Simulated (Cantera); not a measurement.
Charge: 1 mol borazine, 13 mol H2O, 170 mol N2, equilibrated at 2400 K and 100000 Pa.

Cantera equilibrium calculation (NASA polynomials, part measured and part estimated; ideal gas, pure solids and liquids). Candidate condensed phases: B, BN, B2O3, B3O3H3, H2O; 39 gas species. The feed counts by its element totals alone. Kinetics and transport are ignored.

Q: What is the equilibrium state?

A: 
| Quantity | Result |
|---|---|
| x(N2) | 0.905 |
| x(H2) | 0.0383 |
| x(H2O) | 0.0375 |
| x(HBO2) | 0.0134 |
| x(H) | 0.00311 |
| x(B2O3) | 0.000856 |
| x(OH) | 0.000560 |
| x(HBO) | 0.000242 |
| x(BO2) | 0.000241 |
| gas amount | 189.4 mol |
| log10 activity of B(l) (absent) | -5.85 |
